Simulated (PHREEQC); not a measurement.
Solution (25 °C): 0.0045 mol HCl, 6.1e-05 mol FeSO4 and 0.013 mol Fe2(SO4)3 per kg of water. Closed to the air; pH follows from the charge balance.

The numbers come from PHREEQC with the ion-association model, wateq4f.dat.

Precipitation was switched off in this run.

### Question
Order these S species by the share of S that they hold, largest first: Fe(SO4)2-, HSO4-, SO4-2, FeSO4+, FeHSO4+2.

### Answer
FeSO4+ (52 %), SO4-2 (30 %), Fe(SO4)2- (12 %), HSO4- (5.3 %), FeHSO4+2 (0.84 %)

The pH is 2.48 and the ionic strength 0.0501 mol/kgw. Examples of supersaturated solids here: Hematite (slow to form), Goethite (slow to form). Others may be too.
